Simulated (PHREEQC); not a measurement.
Solution A (0.013 mol/kgw HCl, 0.04 mol/kgw NiSO4 and 0.0001 mol/kgw MgSO4) is mixed with solution B (140 mmol/kgw LiCl, 0.23 mmol/kgw MgSO4 and 20 mmol/kgw KBr) at 25 °C; shares are by mass of water, 1 kg in all. O2 is buffered at 0.21 atm. The system is closed to CO2. Solids allowed: Brucite, Ni(OH)2, Ni4(OH)6SO4, Epsomite, Morenosite. Others were left out.

Computed with PHREEQC (ion-association model, wateq4f.dat).

| share of solution B | pH | Mg+2 (mol/kgw) | Ni+2 (mol/kgw) | SO4-2 (mol/kgw) | NiSO4 (mol/kgw) | MgSO4 (mol/kgw) | HSO4- (mol/kgw) |
|---|---|---|---|---|---|---|---|
| 0 | 2.22 | 5.91e-5 | 0.0260 | 0.0207 | 0.0137 | 4.09e-5 | 0.00570 |
| 0.05 | 2.24 | 6.44e-5 | 0.0251 | 0.0200 | 0.0124 | 4.21e-5 | 0.00529 |
| 0.1 | 2.25 | 6.98e-5 | 0.0241 | 0.0194 | 0.0113 | 4.32e-5 | 0.00488 |
| 0.15 | 2.27 | 7.55e-5 | 0.0231 | 0.0187 | 0.0102 | 4.40e-5 | 0.00448 |
| 0.2 | 2.29 | 8.13e-5 | 0.0220 | 0.0179 | 0.00914 | 4.47e-5 | 0.00410 |
| 0.25 | 2.31 | 8.74e-5 | 0.0209 | 0.0171 | 0.00815 | 4.51e-5 | 0.00372 |
| 0.3 | 2.33 | 9.37e-5 | 0.0197 | 0.0163 | 0.00721 | 4.53e-5 | 0.00334 |
| 0.35 | 2.35 | 0.000100 | 0.0186 | 0.0154 | 0.00632 | 4.52e-5 | 0.00299 |
| 0.4 | 2.38 | 0.000107 | 0.0174 | 0.0145 | 0.00548 | 4.48e-5 | 0.00264 |
| 0.45 | 2.40 | 0.000114 | 0.0161 | 0.0136 | 0.00469 | 4.41e-5 | 0.00230 |
| 0.5 | 2.44 | 0.000122 | 0.0148 | 0.0126 | 0.00396 | 4.31e-5 | 0.00198 |
| 0.55 | 2.47 | 0.000130 | 0.0135 | 0.0116 | 0.00328 | 4.17e-5 | 0.00167 |
| 0.6 | 2.51 | 0.000138 | 0.0122 | 0.0106 | 0.00265 | 3.99e-5 | 0.00138 |
| 0.65 | 2.56 | 0.000147 | 0.0108 | 0.00946 | 0.00208 | 3.76e-5 | 0.00111 |
| 0.7 | 2.61 | 0.000156 | 0.00938 | 0.00831 | 0.00158 | 3.48e-5 | 0.000859 |
| 0.75 | 2.67 | 0.000166 | 0.00792 | 0.00712 | 0.00113 | 3.14e-5 | 0.000631 |
| 0.8 | 2.76 | 0.000177 | 0.00643 | 0.00587 | 0.000750 | 2.74e-5 | 0.000429 |
| 0.85 | 2.86 | 0.000188 | 0.00490 | 0.00456 | 0.000440 | 2.25e-5 | 0.000259 |
| 0.9 | 3.02 | 0.000200 | 0.00332 | 0.00318 | 0.000207 | 1.66e-5 | 0.000125 |
| 0.95 | 3.30 | 0.000214 | 0.00169 | 0.00173 | 5.68e-5 | 9.58e-6 | 3.55e-5 |
| 1 | 6.97 | 0.000229 | 0 | 0.000185 | 0 | 1.09e-6 | 8.12e-10 |
